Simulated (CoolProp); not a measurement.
A simple Rankine cycle with R227EA: condensing at 291.15 K, boiler at 1.56 MPa, turbine inlet 350.4 K, turbine efficiency 0.65, pump efficiency 0.6, no recuperator. Each further row changes one setting.

Values from CoolProp's reference Helmholtz-energy equation of state, Lemmon 2016.

| case | thermal efficiency (%) | net work (kJ/kg) | heat in (kJ/kg) | turbine exit temperature (K) | volume ratio over the turbine |
|---|---|---|---|---|---|
| as stated | 7.4 | 11.1 | 150 | 318.2 | 5.13 |
| turbine inlet 370.4 K | 7.3 | 12.6 | 172 | 341.6 | ? |
| condensing temperature 283.15 K | 8.4 | 13.4 | 159 | 314.0 | 6.74 |
| boiler pressure 1.09 MPa | 5.9 | 9.37 | ? | 329.6 | 3.22 |
| turbine efficiency 0.55 | 6.1 | 9.16 | 150 | 320.3 | ? |

### Question
What belongs in the gaps?

### Answer

- turbine inlet 370.4 K, volume ratio over the turbine: 4.78
- boiler pressure 1.09 MPa, heat in (kJ/kg): 158
- turbine efficiency 0.55, volume ratio over the turbine: 5.18
